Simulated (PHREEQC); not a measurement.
Consider water at 25 °C with 0.0013 mol/kgw K2SiO3. Closed to the air; pH follows from the charge balance.

Computed with PHREEQC (Pitzer model, pitzer.dat).

**Question.** The ionic strength comes out as 0.00261 mol/kgw. What activity coefficients do H3SiO4-, OH-, K+, H2SiO4-2 get?

**Answer.** H3SiO4- 0.94, OH- 0.95, K+ 0.94, H2SiO4-2 0.79. Single-ion values are on the MacInnes scale.

This is a speciation only: nothing precipitates in the calculation. Complexes and solids missing from the database can't appear.
